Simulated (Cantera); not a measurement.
Charge: 1 mol NH₃, 0.83 mol SO₂, 0.02 mol O₂, equilibrated at 2850 K and 1330 Pa.

Cantera equilibrium calculation (NASA polynomials, part measured and part estimated; ideal gas, pure solids and liquids). Candidate condensed phases: H₂O, H₂SO₄, S; 35 gas species. Equilibrium is a limit: real reactors are often held back by kinetics, nucleation or transport.

Base state: H 0.307, H₂ 0.133, N₂ 0.127, SO 0.107, H₂O 0.0748, O 0.0733, S 0.0525, OH 0.0508 (mole fractions); condensed: gas only.

Task: What changes in the equilibrium state with this change: SO₂ from 0.83 to 0.0087 mol?

Result: 
```json
[
 {"species": "H", "before": "0.307", "after": "0.473"},
 {"species": "H₂", "before": "0.133", "after": "0.315"},
 {"species": "N₂", "before": "0.127", "after": "0.188"},
 {"species": "SO", "before": "0.107", "after": "0.000340"},
 {"species": "SO₂", "before": "0.0482", "after": "9.63e-6"},
 {"species": "O₂", "before": "0.0165", "after": "6.60e-5"},
 {"species": "S", "before": "0.0525", "after": "0.00263"},
 {"species": "O", "before": "0.0733", "after": "0.00463"},
 {"species": "OH", "before": "0.0508", "after": "0.00494"},
 {"species": "H₂O", "before": "0.0748", "after": "0.0112"},
 {"species": "S₂O", "before": "2.32e-5", "after": "3.66e-9"},
 {"species": "S₂", "before": "0.00145", "after": "3.62e-6"},
 {"species": "SN", "before": "1.47e-5", "after": "8.97e-7"}
]
```

Task: What changes in the equilibrium state with this change: temperature from 2850 K to 1075 K?

Result: 
| species | before | after |
|---|---|---|
| H₂O | 0.0748 | 0.549 |
| N₂ | 0.127 | 0.204 |
| S₂ | 0.00145 | 0.110 |
| H | 0.307 | 1.72e-8 |
| H₂ | 0.133 | 0.0183 |
| O | 0.0733 | <1e-9 |
| OH | 0.0508 | 1.95e-9 |
| O₂ | 0.0165 | <1e-9 |
| S | 0.0525 | 1.22e-7 |
| SO | 0.107 | 8.31e-5 |
| H₂S | 6.81e-5 | 0.0448 |
| SO₂ | 0.0482 | 0.0719 |
| NO | 0.00444 | <1e-9 |
| N | 1.55e-5 | <1e-9 |
| SN | 1.47e-5 | <1e-9 |
Gases not in the tables: S₃ to S₇.
